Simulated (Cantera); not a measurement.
An adiabatic, constant-volume homogeneous reactor starts with C3H8 : O2 : N2 = 1 : 2.08 : 7.83 (molar parts), equivalence ratio 2.4, at 1800 K and 2.80 bar. Integrator tolerance rtol = 1e-08.

Computed with Cantera and GRI-Mech 3.0 (53 species, 325 reactions). GRI-Mech 3.0 was tuned for natural gas; its chemistry of propane as a main component is partial and can be far from experiment.

What does this change do: pressure from 2.80 bar to 0.360 bar?


| quantity | before | after |
|---|---|---|
| time of steepest temperature rise | 5.93 µs | 33.4 µs |
| temperature at 0.200 s | 2928 K | 2788 K |
| equilibrium temperature | 2928 K | 2788 K |
| x(C3H8) at 0.200 s | <1e-12 (gas-phase equilibrium <1e-12) | <1e-12 (gas-phase equilibrium <1e-12) |
| x(O2) at 0.200 s | 2.35e-5 (gas-phase equilibrium 2.35e-5) | 6.74e-5 (gas-phase equilibrium 6.74e-5) |
| x(CH2O) at 0.200 s | 9.13e-8 (gas-phase equilibrium 9.13e-8) | 1.06e-8 (gas-phase equilibrium 1.06e-8) |
| x(NO) at 0.200 s | 0.000377 (gas-phase equilibrium 0.000377) | 0.000526 (gas-phase equilibrium 0.000526) |
| x(HCN) at 0.200 s | 2.24e-6 (gas-phase equilibrium 2.24e-6) | 2.67e-7 (gas-phase equilibrium 2.67e-7) |
